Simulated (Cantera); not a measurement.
A Cantera script and its output.

```python
import numpy as np
import cantera as ct

gas = ct.Solution("gri30.yaml")


def delay(T, t_max=10):
    gas.TPX = T, 100000, {'CH4': 1, 'O2': 2.74, 'N2': 10.3, 'H2O': 0.3}
    reactor = ct.IdealGasReactor(gas, clone=False)
    net = ct.ReactorNet([reactor])
    net.rtol, net.atol = 1e-8, 1e-16
    while net.time < t_max:
        t_old, T_old = net.time, reactor.T
        net.step()
        if reactor.T > T + 400:  # ignition: a rise of 400 K
            return t_old + (T + 400 - T_old) / (reactor.T - T_old) * (net.time - t_old)
    return np.nan


taus = []
for T in [1025, 1125, 1225, 1325, 1425, 1525, 1625, 1725, 1825]:
    taus.append(delay(T))
    print(f"T0 = {T:6g} K   tau = {taus[-1]:.4e} s")
```

Output:

```
T0 =   1025 K   tau = 6.0723e-01 s
T0 =   1125 K   tau = 1.1964e-01 s
T0 =   1225 K   tau = 2.7597e-02 s
T0 =   1325 K   tau = 7.3700e-03 s
T0 =   1425 K   tau = 2.2734e-03 s
T0 =   1525 K   tau = 8.1951e-04 s
T0 =   1625 K   tau = 3.4534e-04 s
T0 =   1725 K   tau = 1.6593e-04 s
T0 =   1825 K   tau = 8.8173e-05 s
```

Computed with Cantera and GRI-Mech 3.0 (53 species, 325 reactions).
